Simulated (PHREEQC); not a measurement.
# Hard or scaling water (model solution)

Dissolve 0.0077 mol SrCl2 and 0.0022 mol CO2 per kg of water at 20 °C. Closed to the air; pH follows from the charge balance.

The numbers come from PHREEQC with the ion-association model, wateq4f.dat.

* **pH**: 4.51
* **ionic strength**: 0.0231 mol/kgw

| species | molality | activity | log γ |
|---|---|---|---|
| Cl- | 0.0154 | 0.0132 | -0.065 |
| Sr+2 | 0.00770 | 0.00442 | -0.241 |
| CO2 | 0.00216 | 0.00218 | 0.002 |
| H+ | 3.52e-5 | 3.12e-5 | -0.053 |
| HCO3- | 3.33e-5 | 2.90e-5 | -0.061 |
| SrHCO3+ | 1.90e-6 | 1.65e-6 | -0.061 |

This is a speciation only: nothing precipitates in the calculation. Species that the database lacks are ignored.
